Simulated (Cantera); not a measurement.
Cantera with NASA thermochemical tables; ideal gases at 1 bar, condensed phases pure. Values are per mole of reaction as written; species without (g) are pure solids or liquids, kept so even where they would boil at 1 bar.

### Question
Between 300 and 2723 K, where is each reaction favourable under standard conditions?
- 2 Cu2O + C = CO2(g) + 4 Cu

### Answer
- 2 Cu2O + C = CO2(g) + 4 Cu: ΔG° is -99 kJ at 300 K and -382 kJ at 2723 K; it stays negative (K > 1). ΔH° is -186 kJ and ΔS° 72 J/K at 2723 K.
